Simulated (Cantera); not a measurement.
Charge: 1 mol MgO, 8.9 mol F2, a varied amount of H2, equilibrated at 2.80 Pa.

Cantera equilibrium calculation (NASA polynomials, part measured and part estimated; ideal gas, pure solids and liquids). Candidate condensed phases: H2O, Mg, MgF2, MgO, Mg(OH)2; 31 gas species. Mutual solubility and eutectic melting of coexisting phases are not modelled. Rates play no part.

Stable condensed phases, one row left out:

```
T in K \ n(H2) in mol
         3.2 4.9 6.6 8.3  10  12  13  15  17
   1675    A   A   A   A   B   B   A   A   A
   1575    A   A   A   B   B   B   B   B   B
   1475    A   A   A   B   B   B   B   B   B
   1375    A   A   A   B   B   B   B   B   B
   1275    C   C   C   D   B   B   B   B   B
   1175    C   C   C   C   D   D   D   D   D
    975    C   C   C   C   C   C   C   C   C
    875    C   C   C   C   C   C   C   C   C
    775    C   C   C   C   C   C   C   C   C
    675    C   C   C   C   C   C   C   C   C
```

A: gas only; B: MgO; C: MgF2; D: MgF2 + MgO.

Question: Give the row for 1075 K.

Answer: 3.2: MgF2; 4.9: MgF2; 6.6: MgF2; 8.3: MgF2; 10: MgF2; 12: MgF2; 13: MgF2; 15: MgF2; 17: MgF2.
